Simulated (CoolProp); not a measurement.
Vapour-liquid equilibrium of acetone (1) + methanol (2) at 0.956 bar; x and y are mole fractions of (1).

The numbers come from the multi-fluid Helmholtz-energy mixture model, Lemmon 2006 and de Reuck 1993; pair parameters Bell 2016 in CoolProp.

```tsv
x	bubble temperature, mixture model (°C)	bubble temperature, Raoult's law (°C)	y, mixture model	y, Raoult's law
0.05	61.4	62.6	0.105	0.066
0.15	59.0	61.7	0.260	0.192
0.25	57.3	60.9	0.372	0.311
0.35	56.1	60.0	0.461	0.424
0.45	55.2	59.1	0.538	0.529
0.55	54.5	58.3	0.611	0.628
0.65	54.1	57.4	0.684	0.721
0.75	53.8	56.5	0.760	0.808
0.85	53.8	55.7	0.845	0.889
0.95	54.1	54.8	0.943	0.964
```

The largest gap from Raoult's law is -3.9 K in bubble temperature, at x = 0.45. y crosses x between x = 0.75 and 0.85: the model has an azeotrope there.

The pair parameters rest on a limited set of measurements; away from them the model extrapolates.
